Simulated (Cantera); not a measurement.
Equilibrium for boron, boron nitride and boron oxide: B2O3 + O2

Charge: 1 mol B2O3, 1.5 mol O2, equilibrated at 2000 °C.

These are equilibrium values from Cantera (NASA tables, ideal gas, pure condensed phases), not measurements of a reactor. Candidate condensed phases: B, B2O3; 10 gas species. Equilibrium is a limit: real reactors are often held back by kinetics, nucleation or transport.

From 10.0 Pa to 1.00 bar nothing is condensed. The main B-bearing gas is B2O3 throughout.

| P (Pa) | x O2 | x B2O3 | x BO2 | x O | x BO | x B2O2 | x O3 | x B |
|---|---|---|---|---|---|---|---|---|
| 10 | 0.296 | 0.141 | 0.264 | 0.231 | 0.0675 | 9.36e-5 | 2.76e-10 | 1.95e-9 |
| 28 | 0.370 | 0.191 | 0.251 | 0.154 | 0.0343 | 6.77e-5 | 6.44e-10 | 5.31e-10 |
| 77 | 0.428 | 0.233 | 0.223 | 0.0998 | 0.0171 | 4.62e-5 | 1.33e-9 | 1.48e-10 |
| 220 | 0.473 | 0.268 | 0.189 | 0.0621 | 0.00813 | 2.99e-5 | 2.61e-9 | 3.97e-11 |
| 600 | 0.505 | 0.295 | 0.157 | 0.0389 | 0.00396 | 1.93e-5 | 4.77e-9 | 1.13e-11 |
| 1700 | 0.530 | 0.318 | 0.127 | 0.0237 | 0.00186 | 1.21e-5 | 8.61e-9 | 3.08e-12 |
| 4600 | 0.547 | 0.335 | 0.102 | 0.0146 | 0.000897 | 7.61e-6 | 1.49e-8 | <1e-12 |
| 13000 | 0.560 | 0.349 | 0.0811 | 0.00880 | 0.000418 | 4.66e-6 | 2.59e-8 | <1e-12 |
| 36000 | 0.570 | 0.360 | 0.0641 | 0.00533 | 0.000197 | 2.87e-6 | 4.42e-8 | <1e-12 |
| 100000 | 0.577 | 0.369 | 0.0504 | 0.00322 | 9.23e-5 | 1.75e-6 | 7.51e-8 | <1e-12 |
x: gas mole fraction; nothing condenses.
